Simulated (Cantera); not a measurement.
Input (Python, Cantera) and output of one run.

```python
import numpy as np
import cantera as ct

gas_names = """
    H P4 OH
""".split()
cond_names = """
    P4O10(s)
""".split()


# ... load() reads the species with a 1 bar reference pressure and builds the phases ...
species = {s.name: s for s in load("nasa_gas.yaml", gas_names) + load("nasa_condensed.yaml", cond_names)}
# Each term lists the table entries of one substance; the one whose range holds T is used.
reactions = {
    'P4O10 + 10 H(g) = P4(g) + 10 OH(g)':
        [(-1, ['P4O10(s)']), (-10, ['H']), (1, ['P4']), (10, ['OH'])],
}


def pick(names, T):
    return next(species[n] for n in names if species[n].thermo.min_temp <= T <= species[n].thermo.max_temp)


results = []
for label, terms in reactions.items():
    print(label)
    print("     T/K   dH/kJ  dS/(J/K)   dG/kJ   log10 K")
    for T in [300, 523, 548, 573, 598, 623, 648, 673]:
        used = [(nu, pick(names, T)) for nu, names in terms]
        dH = sum(nu * s.thermo.h(T) for nu, s in used) / 1e6
        dS = sum(nu * s.thermo.s(T) for nu, s in used) / 1e3
        dG = dH - T * dS / 1e3
        logK = -dG * 1e6 / (ct.gas_constant * T * np.log(10))
        results.append((label, T, dH, dS, dG, logK, [s.name for _, s in used]))
        print(f"{T:8g} {dH:8.1f} {dS:8.1f} {dG:8.1f} {logK:8.2f}")
```

Result:

```
P4O10 + 10 H(g) = P4(g) + 10 OH(g)
     T/K   dH/kJ  dS/(J/K)   dG/kJ   log10 K
     300   1282.3    741.1   1060.0  -184.56
     523   1259.5    686.6    900.4   -89.93
     548   1255.8    679.6    883.3   -84.20
     573   1251.8    672.6    866.4   -78.98
     598   1247.7    665.5    849.7   -74.22
     623   1243.4    658.4    833.2   -69.85
     648   1238.9    651.3    816.8   -65.84
     673   1234.2    644.2    800.6   -62.14
```

Cantera with NASA thermochemical tables; ideal gases at 1 bar, condensed phases pure. Condensed species are held in their standard states even where they would react or evaporate.
